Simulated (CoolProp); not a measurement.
Vapour-liquid equilibrium of R22 (1) + n-pentane (2) at -60.45 °C; x and y are mole fractions of (1).

Model: multi-fluid Helmholtz-energy mixture model, Kamei 1995 and Thol 2019; pair parameters Bell 2016, in CoolProp.

Task: Give the bubble pressure and the first vapour's composition at x = 0.05, 0.2, 0.95. Is there an azeotrope?

Result: x = 0.05: 5.957 kPa, y = 0.903; x = 0.2: 18.18 kPa, y = 0.972; x = 0.95: 35.00 kPa, y = 0.996. No azeotrope shows between x = 0.05 and 0.95.

The pair parameters rest on a limited set of measurements; away from them the model extrapolates. With so large a gap from Raoult's law the liquid may split in two, which this calculation doesn't test in full.
